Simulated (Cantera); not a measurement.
# Premixed flame

A freely propagating, adiabatic, planar premixed flame of 49.8 % H2, 10.4 % O2, 37.4 % N2, 2.49 % H2O, unburnt at 625 K and 5.00 bar; mixture-averaged transport, grid criteria slope 0.08 and curve 0.16, no radiation.

Computed with Cantera and the H2/O2 subset of GRI-Mech 3.0, which has no nitrogen chemistry. The hydrogen kinetics of GRI-Mech 3.0 are dated; newer H2 mechanisms differ, most at raised pressure. Burning velocities carry a grid error of a few per cent, more on coarse grids.

| z (mm) | T (K) | u (m/s) | x H2 | x O2 | x O | x H2O2 | x H2O | x HO2 |
|---|---|---|---|---|---|---|---|---|
| -0.176 | 625 | 8.96 | 0.498 | 0.104 | <1e-8 | <1e-8 | 0.0249 | <1e-8 |
| -0.117 | 625 | 8.96 | 0.498 | 0.104 | <1e-8 | <1e-8 | 0.0249 | <1e-8 |
| -0.0879 | 625 | 8.96 | 0.498 | 0.104 | <1e-8 | <1e-8 | 0.0249 | 4.53e-8 |
| -0.0586 | 626 | 8.96 | 0.498 | 0.104 | 2.29e-8 | 3.34e-8 | 0.0249 | 3.32e-6 |
| -0.0293 | 688 | 9.71 | 0.487 | 0.104 | 1.64e-5 | 1.64e-5 | 0.0281 | 0.000657 |
| -0.0147 | 962 | 13.2 | 0.453 | 0.0952 | 0.000260 | 4.16e-5 | 0.0551 | 0.000613 |
| 0 | 1336 | 17.9 | 0.390 | 0.0666 | 0.00127 | 1.28e-5 | 0.119 | 0.000285 |
| 0.0147 | 1599 | 21.2 | 0.332 | 0.0304 | 0.00158 | 2.67e-6 | 0.189 | 0.000118 |
| 0.0293 | 1735 | 23.0 | 0.304 | 0.0107 | 0.000982 | 1.32e-6 | 0.228 | 3.99e-5 |
| 0.0586 | 1851 | 24.4 | 0.295 | 0.00136 | 0.000415 | 5.65e-7 | 0.247 | 4.82e-6 |
| 0.117 | 1946 | 25.4 | 0.301 | 0.000138 | 0.000227 | 2.77e-7 | 0.252 | 5.86e-7 |
| 0.235 | 2028 | 26.3 | 0.308 | 4.28e-5 | 0.000112 | 1.37e-7 | 0.254 | 2.29e-7 |
| 0.469 | 2089 | 27.0 | 0.314 | 1.75e-5 | 4.62e-5 | 6.23e-8 | 0.256 | 1.00e-7 |
x: mole fraction of selected species; z is measured from the peak of heat release.

```
Quantity                     Result
------------------------  ---------
laminar burning velocity   896 cm/s
thermal thickness         0.0586 mm
peak x(O)                   0.00166
peak x(H2O2)                4.23e-5
peak x(HO2)                0.000849
grid points                     112
```
